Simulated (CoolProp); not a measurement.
Properties of normal hydrogen along the isotherm 35.9 K.

Values from CoolProp's reference Helmholtz-energy equation of state, Leachman 2009.

| p (kPa) | phase | Z | cv (kJ/(kg K)) | conductivity (mW/(m K)) | fugacity coefficient |
|---|---|---|---|---|---|
| 6.15 | gas | 0.9988 | 6.189 | 27.7 | 0.9988 |
| 9.28 | gas | 0.9981 | 6.190 | 27.7 | 0.9981 |
| 14 | gas | 0.9972 | 6.192 | 27.7 | 0.9972 |
| 21.1 | gas | 0.9957 | 6.194 | 27.8 | 0.9957 |
| 31.8 | gas | 0.9935 | ___ | 27.9 | 0.9936 |
| 48 | gas | 0.9902 | 6.204 | 28.0 | 0.9903 |
| 72.5 | gas | 0.9852 | 6.212 | 28.2 | 0.9854 |
| 109 | gas | 0.9776 | 6.225 | 28.5 | 0.9780 |
| 165 | gas | 0.9658 | 6.245 | ___ | 0.9668 |
| 249 | gas | ___ | 6.276 | 29.7 | 0.9500 |
| 375 | gas | 0.9197 | 6.326 | 30.8 | 0.9250 |
| 566 | gas | 0.8748 | ___ | 32.6 | 0.8873 |
| 854 | gas | ___ | 6.578 | 35.8 | 0.8311 |
| 1290 | gas | 0.6606 | 7.003 | 43.5 | 0.7462 |
| 1940 | supercritical | 0.3622 | 7.308 | 79.5 | 0.6131 |

Problem. Complete the blanks.

Solution. 
- 31.8, cv (kJ/(kg K)): 6.198
- 165, conductivity (mW/(m K)): 29.0
- 249, Z: 0.9478
- 566, cv (kJ/(kg K)): 6.412
- 854, Z: 0.8001

Thermal conductivity comes from a separate model (Assael 2011).
